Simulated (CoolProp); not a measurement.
R13 along the isotherm 237.8 K: fugacity coefficient from the reference equation and from simpler models built on Tc = 303.0 K, pc = 3973 kPa, ω = 0.175; each cubic takes its own stable root.

Computed with CoolProp (reference Helmholtz-energy equation of state, Platzer 1990). This equation is an older, rougher fit; its heat capacities, sound speeds and derivatives of the liquid may be far off and weren't checked against measurements.

```
p (kPa)   phase  reference
-------  ------  ---------
764      liquid     0.8021
1530     liquid     0.4129
2290     liquid     0.2843
3060     liquid     0.2193
3820     liquid     0.1810
4580     liquid     0.1555
5350     liquid     0.1372
6110     liquid     0.1237
6880     liquid     0.1132
7640     liquid     0.1050
8400     liquid    0.09833
9170     liquid    0.09278
9930     liquid    0.08821
```

Problem. How far does each simpler model (van der Waals, Redlich-Kwong, Soave-Redlich-Kwong, Peng-Robinson) lie from the reference over these 13 states: mean and median of the absolute difference, and the worst?

Solution. 
- van der Waals: mean 90.0 %, median 95.2 %, worst +111.5 % at 237.8 K and 9930 kPa
- Redlich-Kwong: mean 19.1 %, median 20.0 %, worst +21.0 % at 237.8 K and 9930 kPa
- Soave-Redlich-Kwong: mean 1.9 %, median 2.0 %, worst +2.4 % at 237.8 K and 9930 kPa
- Peng-Robinson: mean 2.0 %, median 2.0 %, worst -3.5 % at 237.8 K and 9930 kPa

At some of these states van der Waals, Redlich-Kwong gives the other phase, because its saturation line lies elsewhere.
